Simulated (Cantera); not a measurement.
A diamond (100) surface in a fixed gas of H2 with x(CH4) = 0.026, x(CH3) = 0.0018, at 1350 K, 8000 Pa; coverages are run to steady state.

Model: the Harris–Goodwin 1993 mechanism for the reconstructed diamond (100) surface, integrated in Cantera.

θ: site fractions in the mechanism's names (c6HH fully hydrogenated, c6H* and c6*H radical sites, c6** diradical, c6HM methylated).

| x(H) | growth (µm/h) | θ c6HH | θ c6H* | θ c6*H | θ c6** | θ c6HM |
|---|---|---|---|---|---|---|
| 0.0001 | 0.441 | 0.680 | 0.0286 | 0.282 | 0.00326 | 0.000893 |
| 0.00021 | 1.72 | 0.564 | 0.0384 | 0.378 | 0.00769 | 0.00124 |
| 0.00044 | 4.92 | 0.473 | 0.0457 | 0.450 | 0.0150 | 0.00159 |
| 0.00093 | 10.7 | 0.415 | 0.0501 | 0.494 | 0.0248 | 0.00194 |
| 0.002 | 18.9 | 0.381 | 0.0525 | 0.517 | 0.0357 | 0.00225 |
| 0.0041 | ? | 0.364 | 0.0535 | 0.527 | ? | 0.00246 |
| 0.0087 | 39.7 | 0.355 | 0.0541 | 0.532 | 0.0504 | 0.00253 |
| 0.018 | 56.3 | 0.350 | 0.0545 | 0.535 | 0.0539 | 0.00242 |
| 0.039 | ? | 0.348 | 0.0550 | 0.536 | 0.0560 | ? |

Complete the blanks.


- 0.0041, growth (µm/h): 27.9
- 0.0041, θ c6**: 0.0443
- 0.039, growth (µm/h): 83.2
- 0.039, θ c6HM: 0.00210
